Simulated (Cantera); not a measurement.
# Dilute partial oxidation

An isothermal, constant-pressure homogeneous reactor starts with CH4 : O2 : N2 = 0.021 : 0.006 : 1 (molar parts), equivalence ratio 7.0, at 1450 K and 3750 Torr.

Cantera simulation using GRI-Mech 3.0 (53 species, 325 reactions); the numbers are that mechanism's predictions, not measurements. GRI-Mech 3.0 stops at C3 and has no aromatics, soot or wall deposition, so with more carbon than oxygen in the feed, carbon stays in small species such as C2H2 where larger ones or solid carbon would form.

```json
[
 {"t (s)": "1.00e-6", "x CH4": "0.0204", "x O2": "0.00584", "x C2H": "<1e-12", "x C2H6": "<1e-12", "x NO": "<1e-12", "x CH3": "1.24e-8", "x H2O2": "2.96e-12"},
 {"t (s)": "4.33e-6", "x CH4": "0.0204", "x O2": "0.00584", "x C2H": "<1e-12", "x C2H6": "1.10e-12", "x NO": "<1e-12", "x CH3": "6.61e-8", "x H2O2": "3.91e-11"},
 {"t (s)": "1.87e-5", "x CH4": "0.0204", "x O2": "0.00584", "x C2H": "<1e-12", "x C2H6": "1.07e-10", "x NO": "<1e-12", "x CH3": "3.07e-7", "x H2O2": "2.62e-10"},
 {"t (s)": "8.11e-5", "x CH4": "0.0204", "x O2": "0.00584", "x C2H": "<1e-12", "x C2H6": "9.70e-9", "x NO": "<1e-12", "x CH3": "1.41e-6", "x H2O2": "8.69e-10"},
 {"t (s)": "0.000351", "x CH4": "0.0204", "x O2": "0.00584", "x C2H": "<1e-12", "x C2H6": "7.17e-7", "x NO": "<1e-12", "x CH3": "5.51e-6", "x H2O2": "9.63e-10"},
 {"t (s)": "0.00152", "x CH4": "0.0204", "x O2": "0.00583", "x C2H": "<1e-12", "x C2H6": "1.19e-5", "x NO": "<1e-12", "x CH3": "9.55e-6", "x H2O2": "9.40e-10"},
 {"t (s)": "0.00658", "x CH4": "0.0202", "x O2": "0.00576", "x C2H": "<1e-12", "x C2H6": "7.07e-5", "x NO": "<1e-12", "x CH3": "1.65e-5", "x H2O2": "1.63e-9"},
 {"t (s)": "0.0285", "x CH4": "0.0181", "x O2": "0.00491", "x C2H": "1.77e-11", "x C2H6": "0.000231", "x NO": "4.28e-11", "x CH3": "2.84e-5", "x H2O2": "2.98e-9"},
 {"t (s)": "0.123", "x CH4": "0.0112", "x O2": "0.000444", "x C2H": "1.52e-10", "x C2H6": "3.52e-5", "x NO": "1.32e-9", "x CH3": "1.13e-5", "x H2O2": "4.58e-10"},
 {"t (s)": "0.534", "x CH4": "0.00904", "x O2": "1.57e-6", "x C2H": "1.28e-10", "x C2H6": "8.69e-6", "x NO": "4.40e-10", "x CH3": "5.46e-6", "x H2O2": "1.66e-12"},
 {"t (s)": "2.31", "x CH4": "0.00553", "x O2": "<1e-12", "x C2H": "1.81e-10", "x C2H6": "2.75e-6", "x NO": "2.34e-11", "x CH3": "3.13e-6", "x H2O2": "<1e-12"},
 {"t (s)": "10.0", "x CH4": "0.00268", "x O2": "<1e-12", "x C2H": "2.18e-10", "x C2H6": "7.26e-7", "x NO": "1.25e-11", "x CH3": "1.50e-6", "x H2O2": "<1e-12"}
]
```
x: mole fraction; the columns are a selection and need not sum to one.

Equilibrium at this temperature and pressure: CH4 0.000747, O2 <1e-12, C2H 7.82e-12, C2H6 4.48e-8, NO <1e-12, CH3 3.45e-7, H2O2 <1e-12 (gas phase only).
